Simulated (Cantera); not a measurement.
Charge: 1 mol FeS2, 1700 mol H2, 0.78 mol H2O, equilibrated at 1.33 mbar.

Method: chemical equilibrium by Gibbs-energy minimisation in Cantera with the NASA 1993 tables (ideal gas, pure condensed phases). Candidate condensed phases: Fe, FeO, Fe(OH)2, Fe(OH)3, FeS, FeSO4, FeS2, Fe2O3, Fe2(SO4)3, Fe3O4, H2O, H2SO4, S; 22 gas species. FeS: taken at fixed stoichiometry. Equilibrium is a limit: real reactors are often held back by kinetics, nucleation or transport.

x: gas mole fraction; n: condensed amount in mol.

| T (K) | x H2 | x H | x H2S | x Fe | x H2O | x SH | n FeS(s) | n Fe(α) | n Fe(γ) |
|---|---|---|---|---|---|---|---|---|---|
| 848 | 0.999 | 5.21e-10 | 0.000588 | <1e-12 | 0.000459 | (withheld) | 1.00 | 0 | 0 |
| 948 | 0.999 | 1.44e-8 | 0.000714 | <1e-12 | 0.000459 | (withheld) | 0.786 | 0.214 | 0 |
| 1048 | 0.998 | 2.11e-7 | 0.00118 | 1.05e-10 | 0.000459 | (withheld) | 0 | 1.00 | 0 |
| 1148 | 0.998 | 1.96e-6 | 0.00117 | 5.99e-9 | 0.000459 | (withheld) | 0 | 1.000 | 0 |
| 1248 | 0.998 | 1.28e-5 | 0.00116 | 1.75e-7 | 0.000459 | (withheld) | 0 | 0 | 1.000 |
| 1348 | 0.998 | 6.33e-5 | 0.00112 | 3.06e-6 | 0.000459 | (withheld) | 0 | 0 | 0.995 |
| 1448 | 0.998 | 0.000252 | 0.00102 | 3.58e-5 | 0.000458 | (withheld) | 0 | 0 | 0.939 |
| 1548 | 0.997 | 0.000842 | 0.000865 | 0.000302 | 0.000458 | (withheld) | 0 | 0 | 0.486 |
| 1648 | 0.995 | 0.00243 | 0.000666 | 0.000587 | 0.000457 | (withheld) | 0 | 0 | 0 |
| 1748 | 0.992 | 0.00623 | 0.000467 | 0.000586 | 0.000456 | (withheld) | 0 | 0 | 0 |
| 1848 | 0.983 | 0.0144 | 0.000298 | 0.000583 | 0.000453 | 0.000441 | 0 | 0 | 0 |
| 1948 | 0.967 | 0.0304 | 0.000172 | 0.000578 | 0.000449 | 0.000445 | 0 | 0 | 0 |

### Question
What belongs in the gaps?

### Answer

- 848, x SH: 2.82e-9
- 948, x SH: 3.99e-8
- 1048, x SH: 4.81e-7
- 1148, x SH: 2.49e-6
- 1248, x SH: 9.81e-6
- 1348, x SH: 3.07e-5
- 1448, x SH: 7.78e-5
- 1548, x SH: 0.000159
- 1648, x SH: 0.000267
- 1748, x SH: 0.000374
